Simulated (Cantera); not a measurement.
A counterflow diffusion flame at 1.68 atm, nozzles 20 mm apart: fuel side CH₄ : N₂ = 1 : 0.61 (molar parts) at 400 K, oxidiser side O₂ : N₂ = 0.22 : 0.78 (molar parts) at 500 K, fuel mass flux 0.93 times the oxidiser's; mixture-averaged transport, no radiation.

Cantera simulation using GRI-Mech 3.0 (53 species, 325 reactions); the numbers are that mechanism's predictions, not measurements. GRI-Mech 3.0 has no aromatics or soot, which form on the fuel side of real flames. The maximum strain rate includes the flame's own expansion and is several times the mean.

x: mole fraction; the columns are a selection and need not sum to one.

```
oxidiser flux (kg/m²/s)  max strain (1/s)  mean strain (1/s)  T max (K)  peak x OH  peak x H  peak x NO  peak x CO  peak x C₂H₂
-----------------------  ----------------  -----------------  ---------  ---------  --------  ---------  ---------  -----------
0.42                                  174               36.3       2151    0.00704   0.00272   0.000297     0.0486       0.0111
0.62                                  [?]               53.6       2135    0.00716   0.00290   0.000276     0.0478          [?]
0.89                                  [?]               77.0       2121    0.00723   0.00307        [?]     0.0472          [?]
1.3                                   487                112       2106    0.00725   0.00323   0.000226     0.0467      0.00851
1.9                                   693                164       2088    0.00721   0.00338   0.000194     0.0465      0.00773
2.7                                   962                234       2067    0.00705   0.00347   0.000160     0.0463      0.00692
4                                    1390                346       2038    0.00674   0.00351   0.000119     0.0463      0.00592
```

Problem. What belongs in the gaps?

Solution. 
- 0.62, max strain (1/s): 247
- 0.62, peak x C₂H₂: 0.0102
- 0.89, max strain (1/s): 343
- 0.89, peak x NO: 0.000253
- 0.89, peak x C₂H₂: 0.00935
